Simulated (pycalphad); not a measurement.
Source of the numbers: pycalphad with the COST 507 light-alloy database (1999); pressure 1 atm. The data set is of 1999 and partly superseded. Phase fractions are per mole of atoms.

### Question
Give the equilibrium state of Al-2.13Si-10.47C (at.%) at 877 °C.

### Answer
```
T = 1150.00 K, P = 101325 Pa, N = 1 mol of atoms
G = -56145 J/mol, H = 24609 J/mol, S = 70.22 J/(mol K)  (SER reference)
chemical potentials (J/mol): Al -54336, Si -67927, C -68848
phase             fraction      x(Al)      x(Si)       x(C)
LIQUID              0.7557     0.9721     0.0279   2.67e-07
AL4C3               0.2443     0.5705   0.000897     0.4286
```

### Question
Give the equilibrium state of Al-2.13Si-10.47C (at.%) at 252 °C.

### Answer
```
T = 525.00 K, P = 101325 Pa, N = 1 mol of atoms
G = -22470 J/mol, H = -2595 J/mol, S = 37.86 J/(mol K)  (SER reference)
chemical potentials (J/mol): Al -16635, Si -11382, C -73437
phase             fraction      x(Al)      x(Si)       x(C)
FCC_A1              0.7545     0.9998   0.000227      1e-14
AL8SIC7             0.2393     0.5000     0.0625     0.4375
DIAMOND_A4          0.0062   4.46e-11     1.0000      1e-14
```

Database names, with the compositions (at.%) that they take in these runs: AL4C3: Al 57 C 43; AL8SIC7: Al 50 C 44 Si 6. FCC_A1 is fcc; DIAMOND_A4 is diamond (Si).
